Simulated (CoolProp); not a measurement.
A simple Rankine cycle with propyne: condensing at 333.15 K, boiler at 3.3 MPa, turbine inlet 374.5 K, turbine efficiency 0.8, pump efficiency 0.6, no recuperator. Each further row changes one setting.

Model: reference Helmholtz-energy equation of state, Polt 1992, in CoolProp. This equation is an older, rougher fit; its heat capacities, sound speeds and derivatives of the liquid may be far off and weren't checked against measurements.

| case | thermal efficiency (%) | net work (kJ/kg) | heat in (kJ/kg) | turbine exit temperature (K) | volume ratio over the turbine |
|---|---|---|---|---|---|
| as stated | ? | 28.2 | 418 | 333.1 | 2.43 |
| turbine inlet 394.5 K | 7.1 | 34.2 | 480 | 351.0 | ? |
| condensing temperature 325.15 K | ? | ? | 440 | 325.1 | 2.96 |
| boiler pressure 2.31 MPa | 4.3 | ? | 466 | 350.9 | 1.60 |
| turbine efficiency 0.7 | 5.7 | 23.9 | 418 | 333.1 | 2.46 |

Task: What belongs in the gaps?

Result: 
- as stated, thermal efficiency (%): 6.7
- turbine inlet 394.5 K, volume ratio over the turbine: 2.32
- condensing temperature 325.15 K, thermal efficiency (%): 8.1
- condensing temperature 325.15 K, net work (kJ/kg): 35.5
- boiler pressure 2.31 MPa, net work (kJ/kg): 20.2

The expansion ends wet for: as stated; condensing temperature 325.15 K; turbine efficiency 0.7.
